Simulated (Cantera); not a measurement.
Cantera run:

```python
import numpy as np
import cantera as ct

gas_names = [...]  # 113 gases of nasa_gas.yaml made of C, Cu, H, O
cond_names = """
    C(gr) C6H6(L) C7H8(L) C8H18(L),n-octa Cu(cr) Cu(L) CuO(s) CuO2H2(s) Cu2O(s) Cu2O(L) H2O(s) H2O(L)
""".split()


# ... load() reads the species with a 1 bar reference pressure and builds the phases ...
atoms = {
    'CuO': {'Cu': 1, 'O': 1},
    'C': {'C': 1},
    'H2': {'H': 2},
}
top_T = {'C(gr)': 4500, 'CuO(s)': 1390}  # K; cautious upper limits of use, not melting points


# ... equilibrate(T, P, feed) seeds the gas with the atoms and calls Mixture.equilibrate('TP', solver="vcs", rtol=1e-11, max_steps=5000) ...
results = []
feed = {'CuO': 1, 'C': 6.2, 'H2': 18}  # mol
P = 1333.22  # Pa
for T in [1823, 1873, 1923, 1973, 2023, 2073, 2123, 2173, 2223, 2273, 2323, 2373, 2423, 2473]:
    mix = equilibrate(T, P, feed)
    results.append((T, P, feed, dict(zip(mix.species_names, mix.species_moles))))

top = {s: max(r[3][s] / sum(r[3][g] for g in gas_names) for r in results) for s in gas_names}
cols = sorted((s for s in top if top[s] > 0.0001), key=lambda s: -top[s])[:6]
seen = [c for c in cond_names if any(r[3].get(c, 0) > 1e-12 for r in results)]
print("log10 of partial pressures in bar; condensed amounts in mol")
print(f"{'T/K':>10s}" + "".join(f"{s[:9]:>10s}" for s in cols + seen))
for T, P, feed, n in results:
    ng = sum(n[g] for g in gas_names)
    print(f"{T:10.4g}" + "".join(f"{np.log10(max(n[s] / ng * P / 1e5, 1e-99)):10.3f}" for s in cols)
          + "".join(f"{n.get(c, 0):10.4g}" for c in seen))
```

Result:

```
log10 of partial pressures in bar; condensed amounts in mol
       T/K        H2         H        CO        Cu C2H2,acet       C2H     C(gr)
      1823    -1.923    -4.325    -3.177    -3.179    -5.598   -10.015     5.192
      1873    -1.923    -4.152    -3.177    -3.178    -5.429    -9.586     5.189
      1923    -1.925    -3.988    -3.178    -3.179    -5.270    -9.180     5.184
      1973    -1.926    -3.833    -3.179    -3.179    -5.120    -8.794     5.177
      2023    -1.928    -3.686    -3.179    -3.180    -4.977    -8.429     5.168
      2073    -1.931    -3.546    -3.181    -3.181    -4.843    -8.081     5.156
      2123    -1.935    -3.413    -3.182    -3.183    -4.716    -7.751     5.141
      2173    -1.940    -3.286    -3.185    -3.185    -4.596    -7.436     5.122
      2223    -1.946    -3.167    -3.187    -3.188    -4.483    -7.137     5.098
      2273    -1.954    -3.053    -3.191    -3.191    -4.378    -6.852     5.069
      2323    -1.964    -2.945    -3.195    -3.195    -4.279    -6.580     5.033
      2373    -1.976    -2.843    -3.200    -3.200    -4.187    -6.321     4.991
      2423    -1.991    -2.747    -3.206    -3.206    -4.102    -6.075      4.94
      2473    -2.009    -2.656    -3.214    -3.214    -4.024    -5.841     4.881
```

Cantera equilibrium calculation (NASA polynomials, part measured and part estimated; ideal gas, pure solids and liquids).
